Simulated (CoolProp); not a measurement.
Vapour-liquid equilibrium of toluene (1) + o-xylene (2) at 1.21 MPa; x and y are mole fractions of (1).

The numbers come from the multi-fluid Helmholtz-energy mixture model, Lemmon 2006 and Zhou 2012; pair parameters Bell 2016 in CoolProp.

```csv
x,bubble temperature (K),y at the bubble point,dew temperature at overall composition x (K),liquid density (mol/L)
0.05,541.3,0.074,542.1,5.895
0.15,536.5,0.214,538.7,6.000
0.25,531.8,0.343,535.2,6.106
0.35,527.2,0.460,531.5,6.212
0.45,522.7,0.567,527.6,6.318
0.55,518.5,0.663,523.5,6.422
0.65,514.4,0.751,519.1,6.527
0.75,510.6,0.830,514.5,6.631
0.85,506.9,0.902,509.6,6.736
0.95,503.4,0.969,504.4,6.843
```

No azeotrope shows between x = 0.05 and 0.95.

The pair parameters rest on a limited set of measurements; away from them the model extrapolates.
